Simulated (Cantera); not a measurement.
Feed: 1 mol Cr, 0.8 mol NH3, 7.1 mol N2, equilibrated at 2375 °C and 7.50 Torr.

Method: chemical equilibrium by Gibbs-energy minimisation in Cantera with the NASA 1993 tables (ideal gas, pure condensed phases). Candidate condensed phases: Cr, CrN, Cr2N; 11 gas species. Equilibrium is a limit: real reactors are often held back by kinetics, nucleation or transport.

Task: What is the equilibrium state?

Result: 
```json
{
 "x(N2)": "0.729",
 "x(H)": "0.114",
 "x(Cr)": "0.0972",
 "x(H2)": "0.0598",
 "x(N)": "9.11e-6",
 "gas_amount": "10.28 mol",
 "log10 activity of Cr(l) (absent)": "-2.32"
}
```
